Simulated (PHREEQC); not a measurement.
Make-up at 25 °C: 21 mmol/kgw Rb2SO4 and 0.032 mmol/kgw MnCl2. Closed to the air; pH follows from the charge balance.

Computed with PHREEQC (ion-association model, wateq4f.dat).

| quantity | before | after |
|---|---|---|
| pH | 7.12 | 7.03 |
| Mn+2 (mol/kgw) | 1.86e-5 | 2.68e-6 |
| MnSO4 (mol/kgw) | 1.34e-5 | 5.20e-7 |
| MnOH+ (mol/kgw) | 3.56e-9 | 5.76e-10 |
| MnCl+ (mol/kgw) | 2.16e-9 | 5.05e-11 |
| SI of Pyrochroite (Mn(OH)2) | -6.03 | -6.86 |

Problem. What was changed between the two runs?
A. 0.019 mol/kgw LiOH added
B. Rb2SO4 from 0.021 to 0.0315 mol/kgw
C. Rb2SO4 from 0.021 to 0.042 mol/kgw
D. diluted 10-fold with water

Solution. D, diluted 10-fold with water

No solid was allowed to form.
